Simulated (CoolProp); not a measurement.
Vapour-liquid equilibrium of carbon dioxide (1) + CH3F (R41) (2) at 239.6 K; x and y are mole fractions of (1).

Model: multi-fluid Helmholtz-energy mixture model, Span 1996 and Lemmon 2006; pair parameters Bell 2016, in CoolProp.

```tsv
x	bubble pressure, mixture model (MPa)	bubble pressure, Raoult's law (MPa)	y, mixture model	y, Raoult's law
0.05	?	0.7523	0.077	0.084
0.2	?	0.8332	?	0.304
0.35	0.8978	0.9142	?	0.484
0.5	0.9729	0.9951	?	0.636
0.65	1.053	1.076	0.746	0.764
0.8	1.139	1.157	0.867	0.875
0.95	1.233	1.238	?	0.971
```

Q: Complete the blanks.

A: 
- 0.05, bubble pressure, mixture model (MPa): 0.7510
- 0.2, bubble pressure, mixture model (MPa): 0.8250
- 0.2, y, mixture model: 0.280
- 0.35, y, mixture model: 0.454
- 0.5, y, mixture model: 0.608
- 0.95, y, mixture model: 0.970

The largest gap from Raoult's law is -2.2 % in bubble pressure, at x = 0.5. No azeotrope shows between x = 0.05 and 0.95.

The pair parameters rest on a limited set of measurements; away from them the model extrapolates.
